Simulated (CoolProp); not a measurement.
Saturated liquid density (kg/m³) of oxygen: the reference equation beside estimates from Tc = 154.6 K, pc = 5.046 MPa, ω = 0.022.

Computed with CoolProp (reference Helmholtz-energy equation of state, Schmidt 1985).

```tsv
T (K)	reference	van der Waals	Redlich-Kwong	Soave-Redlich-Kwong
111.7	1026	702.7	1014	1006
116	999.4	684.0	980.5	974.0
120.4	971.2	663.6	943.9	938.7
124.7	941.8	642.2	905.5	901.5
129.1	909.5	618.6	863.0	860.1
133.4	874.8	593.4	817.5	815.7
137.7	836.2	565.4	767.2	766.3
142.1	790.5	532.6	708.9	708.8
146.4	735.9	494.4	641.6	642.0
```

Absolute difference from the reference over all 9 rows, mean and median: van der Waals 32.1 and 32.0 %, Redlich-Kwong 5.9 and 5.1 %, Soave-Redlich-Kwong 6.2 and 5.4 %.
